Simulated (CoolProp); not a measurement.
A simple Rankine cycle with dimethyl carbonate: condensing at 294.15 K, boiler at 3.04 MPa, turbine inlet 599 K, turbine efficiency 0.7, pump efficiency 0.8, no recuperator. Each further row changes one setting.

Values from CoolProp's reference Helmholtz-energy equation of state, Zhou 2011.

```csv
case,thermal efficiency (%),net work (kJ/kg),heat in (kJ/kg),turbine exit temperature (K),volume ratio over the turbine
as stated,22.3,190,852,466.6,493
condensing temperature 286.15 K,23.3,201,866,459.4,753
boiler pressure 2.13 MPa,21.4,185,865,477.8,329
turbine efficiency 0.6,19.1,162,852,483.7,511
```
